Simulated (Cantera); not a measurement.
An adiabatic, constant-volume homogeneous reactor starts with CH4 : C2H6 : O2 : N2 = 1 : 0.042 : 1.65 : 8.26 (molar parts), equivalence ratio 1.3, at 1375 K and 1.01 bar. Integrator tolerance rtol = 1e-08.

Model: GRI-Mech 3.0 (53 species, 325 reactions), integrated in Cantera.

Task: What does this change do: 0.37 parts H2O added?

Result: 
| quantity | before | after |
|---|---|---|
| time of steepest temperature rise | 2.49 ms | 2.74 ms |
| temperature at 1.00 s | 2784 K | 2742 K |
| equilibrium temperature | 2784 K | 2742 K |
| x(CH4) at 1.00 s | <1e-12 (gas-phase equilibrium <1e-12) | <1e-12 (gas-phase equilibrium <1e-12) |
| x(C2H6) at 1.00 s | <1e-12 (gas-phase equilibrium <1e-12) | <1e-12 (gas-phase equilibrium <1e-12) |
| x(O2) at 1.00 s | 0.00273 (gas-phase equilibrium 0.00273) | 0.00255 (gas-phase equilibrium 0.00255) |
| x(HO2) at 1.00 s | 1.51e-6 (gas-phase equilibrium 1.51e-6) | 1.42e-6 (gas-phase equilibrium 1.42e-6) |
| x(HCN) at 1.00 s | 1.16e-8 (gas-phase equilibrium 1.16e-8) | 9.34e-9 (gas-phase equilibrium 9.34e-9) |
| x(C2H4) at 1.00 s | <1e-12 (gas-phase equilibrium <1e-12) | <1e-12 (gas-phase equilibrium <1e-12) |

Task: What does this change do: constant pressure in place of constant volume?

Result: 
```csv
quantity,before,after
time of steepest temperature rise,2.49 ms,2.70 ms
temperature at 1.00 s,2784 K,2577 K
equilibrium temperature,2784 K,2577 K
x(CH4) at 1.00 s,<1e-12 (gas-phase equilibrium <1e-12),<1e-12 (gas-phase equilibrium <1e-12)
x(C2H6) at 1.00 s,<1e-12 (gas-phase equilibrium <1e-12),<1e-12 (gas-phase equilibrium <1e-12)
x(O2) at 1.00 s,0.00273 (gas-phase equilibrium 0.00273),0.00127 (gas-phase equilibrium 0.00127)
x(HO2) at 1.00 s,1.51e-6 (gas-phase equilibrium 1.51e-6),4.52e-7 (gas-phase equilibrium 4.52e-7)
x(HCN) at 1.00 s,1.16e-8 (gas-phase equilibrium 1.16e-8),4.46e-9 (gas-phase equilibrium 4.46e-9)
x(C2H4) at 1.00 s,<1e-12 (gas-phase equilibrium <1e-12),<1e-12 (gas-phase equilibrium <1e-12)
```
